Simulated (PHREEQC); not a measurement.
Solution A (33 mmol/kgw HCl and 0.033 mmol/kgw NiSO4) is mixed with solution B (0.082 mol H2SO4, 3.6e-05 mol Li2SO4 and 0.0003 mol NiSO4 per kg of water) at 25 °C; shares are by mass of water, 1 kg in all. Oxygen alone is held at its pressure in air (log pO2 = -0.68). No CO2 enters from the air. Solids allowed: Ni(OH)2, Ni4(OH)6SO4, Morenosite. Others were left out.

All values are PHREEQC results (ion-association model, wateq4f.dat), not measurements.

| share of solution B | pH | HSO4- (mol/kgw) | Ni+2 (mol/kgw) |
|---|---|---|---|
| 0 | 1.54 | 2.08e-5 | 3.15e-5 |
| 0.1 | 1.46 | 0.00547 | 5.15e-5 |
| 0.2 | 1.39 | 0.0113 | 7.01e-5 |
| 0.3 | 1.33 | 0.0175 | 8.82e-5 |
| 0.4 | 1.29 | 0.0238 | 0.000106 |
| 0.5 | 1.24 | 0.0303 | 0.000124 |
| 0.6 | 1.21 | 0.0370 | 0.000141 |
| 0.7 | 1.17 | 0.0438 | 0.000159 |
| 0.8 | 1.14 | 0.0506 | 0.000176 |
| 0.9 | 1.12 | 0.0575 | 0.000194 |
| 1 | 1.09 | 0.0646 | 0.000211 |
